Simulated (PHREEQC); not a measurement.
Solution (15 °C): 0.002 mol/kgw TMAH and 0.00015 mol/kgw H4SiO4. Closed to the air; pH follows from the charge balance.

Computed with PHREEQC (ion-association model, wateq4f.dat).

```json
[
 {"quantity": "pH", "before": "11.59", "after": "10.77"},
 {"quantity": "H3SiO4- (mol/kgw)", "before": "0.000144", "after": "0.000129"},
 {"quantity": "H4SiO4 (mol/kgw)", "before": "3.45e-6", "after": "2.11e-5"},
 {"quantity": "SI of Quartz (SiO2)", "before": "-1.33", "after": "-0.54"}
]
```

**Question.** Name the change that produced these shifts.
(A) temperature from 15 to 60 °C
(B) TMAH from 0.002 to 0.0004 mol/kgw
(C) TMAH left out
(D) temperature from 15 to 40 °C
(E) TMAH from 0.002 to 0.001 mol/kgw

**Answer.** B, TMAH from 0.002 to 0.0004 mol/kgw

Precipitation was switched off in this run. (CH3)4N+ isn't in the database: it is added as a free cation with an ion size of 4 Å.
